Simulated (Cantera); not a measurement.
Hydrocarbon pyrolysis for carbon deposition

An isothermal, constant-pressure homogeneous reactor starts with 5.00 % C₃H₈, 95.0 % H₂, at 1075 K and 13000 Pa.

Detailed kinetics in Cantera: GRI-Mech 3.0 (53 species, 325 reactions). GRI-Mech 3.0 was tuned for natural gas; its chemistry of propane as a main component is partial and can be far from experiment. GRI-Mech 3.0 stops at C3 and has no aromatics, soot or wall deposition, so with more carbon than oxygen in the feed, carbon stays in small species such as C2H2 where larger ones or solid carbon would form.

```tsv
t (s)	x C₃H₈	x H₂	x CH₂	x C₂H₂	x C₂H₆
1.00e-6	0.0500	0.950	<1e-12	<1e-12	1.39e-11
6.31e-6	0.0500	0.950	<1e-12	<1e-12	5.38e-10
3.98e-5	0.0500	0.950	<1e-12	<1e-12	1.82e-8
0.000251	0.0500	0.950	<1e-12	<1e-12	3.40e-7
0.00158	0.0498	0.950	1.06e-11	1.73e-9	3.09e-6
0.0100	0.0455	0.946	4.85e-11	7.59e-7	4.44e-5
0.0631	0.0232	0.926	2.50e-11	3.93e-5	0.000503
0.398	0.00105	0.905	1.09e-12	0.000437	0.00269
2.51	3.36e-6	0.903	<1e-12	0.00133	0.00372
15.8	2.88e-6	0.897	<1e-12	0.00274	0.00316
100	1.95e-6	0.879	<1e-12	0.00185	0.00192
```
x: mole fraction; the columns are a selection and need not sum to one.

Equilibrium at this temperature and pressure: C₃H₈ 1.68e-9, H₂ 0.850, CH₂ <1e-12, C₂H₂ 8.20e-6, C₂H₆ 8.61e-6 (gas phase only).
